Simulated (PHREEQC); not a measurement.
Consider water at 25 °C with 0.17 mol/kgw NaBF4. Closed to the air; pH follows from the charge balance.

The numbers come from PHREEQC with the ion-association model, phreeqc.dat.

Precipitation was switched off in this run.

Task: Order these F species by the share of F that they hold, largest first: BF3OH-, F-, BF2(OH)2-, HF, BF4-.

Result: BF4- (95 %), BF3OH- (2.9 %), HF (1.3 %), F- (0.53 %), BF2(OH)2- (0.29 %)

The pH is 2.64 and the ionic strength 0.173 mol/kgw. Real BF4- forms and hydrolyses slowly; the run takes it at equilibrium.
